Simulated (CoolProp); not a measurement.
Model: reference Helmholtz-energy equation of state, Lemmon 2006, in CoolProp. It is a short technical equation, of lower accuracy than the large ones.

### Question
Give the vapour pressure (bar), liquid density (kg/m³), vapour density (kg/m³), surface tension (mN/m) of saturated C3F8 (R218) at -14.55 °C.

### Answer
```tsv
T (°C)	p (bar)	liquid density (kg/m³)	vapour density (kg/m³)	surface tension (mN/m)
-14.55	2.51	1520	24.3	7.94
```

Surface tension comes from a separate correlation (Mulero 2012).
